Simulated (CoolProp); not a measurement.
Vapour pressure (kPa) of o-xylene: the reference equation beside estimates from Tc = 357.1 °C, pc = 3737 kPa, ω = 0.312. Clausius-Clapeyron is anchored at 64.35 °C with a constant enthalpy of vaporisation of 41.20 kJ/mol.

Model: reference Helmholtz-energy equation of state, Zhou 2012, in CoolProp.

```tsv
T (°C)	reference	Clausius-Clapeyron	van der Waals	Soave-Redlich-Kwong
46.05	2.809	2.852	113.2	2.663
55.15	4.363	4.386	136.3	4.157
64.35	6.619	6.619	162.9	6.335
73.45	9.741	9.733	192.6	9.366
82.65	14.06	14.09	226.3	13.58
91.75	19.78	19.94	263.4	19.18
100.95	27.38	27.84	305.0	26.66
110.05	37.08	38.13	350.3	36.26
119.25	49.55	51.64	400.6	48.63
128.35	64.99	68.76	454.9	64.02
137.55	84.29	90.65	514.6	83.31
```

Absolute difference from the reference over all 11 rows, mean and median: Clausius-Clapeyron 2.3 and 1.5 %, van der Waals 1601.0 and 1231.6 %, Soave-Redlich-Kwong 3.1 and 3.0 %.
